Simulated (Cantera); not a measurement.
**Carbon deposition, reforming and gasification: CH4 + H2O + H2 + O2**

Charge: 1 mol CH4, 0.055 mol H2O, 31 mol H2, 0.26 mol O2, equilibrated at 1077 °C and 800 Pa.

Equilibrium computed with Cantera from the NASA thermochemical tables; the gas is ideal and each condensed phase is pure. Candidate condensed phases: C, C6H6, C7H8, C8H18, H2O; 110 gas species. Equilibrium is a limit: real reactors are often held back by kinetics, nucleation or transport.

```json
{
 "x(H2)": "0.983",
 "x(CO)": "0.0171",
 "x(CH4)": "4.45e-5",
 "x(H)": "2.64e-5",
 "x(C2H2 (acetylene))": "1.22e-6",
 "n(C(graphite))": "0.423 mol",
 "gas_amount": "33.63 mol"
}
```
